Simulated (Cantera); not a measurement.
Input: 1 mol KOH, 0.82 mol H₂, 1.1 mol C, at 1773 K and 0.0700 bar.

Method: chemical equilibrium by Gibbs-energy minimisation in Cantera with the NASA 1993 tables (ideal gas, pure condensed phases). Kinetics and transport are ignored.

```json
[
 {"species": "H₂", "before": "0.397", "after": "0.786"},
 {"species": "K", "before": "0.301", "after": "0.203"},
 {"species": "CH₄", "before": "9.30e-6", "after": "0.0101"},
 {"species": "CO", "before": "0.301", "after": "0.000221"},
 {"species": "H", "before": "0.000677", "after": "<1e-9"},
 {"species": "C₂H₂ (acetylene)", "before": "5.56e-5", "after": "<1e-9"},
 {"species": "KOH", "before": "7.46e-7", "after": "0.000214"},
 {"species": "K₂", "before": "3.15e-5", "after": "0.000564"},
 {"species": "KH", "before": "0.000160", "after": "1.82e-5"},
 {"species": "H₂O", "before": "2.73e-6", "after": "1.88e-5"},
 {"species": "C(graphite), mol", "before": "0.0996", "after": "0.750"},
 {"species": "K₂CO₃(s), mol", "before": "0", "after": "0.333"}
]
```
Gas species are given as mole fractions.

Q: Which change was made?
A) temperature from 1773 K to 923 K
B) KOH replaced by K₂CO₃
C) C from 1.1 to 0.098 mol
D) temperature from 1773 K to 750 K

A: A, temperature from 1773 K to 923 K
